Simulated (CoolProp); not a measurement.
Values from CoolProp's reference Helmholtz-energy equation of state, Tillner-Roth 1994.

**Question.** Give the vapour pressure (MPa), liquid density (kg/m³), enthalpy of vaporisation (kJ/kg), vapour Z of saturated R134a at -60.55, -47.05 °C.

**Answer.** 
```tsv
T (°C)	p (MPa)	liquid density (kg/m³)	enthalpy of vaporisation (kJ/kg)	vapour Z
-60.55	0.0153	1480	238	0.988
-47.05	0.0349	1440	230	0.979
```
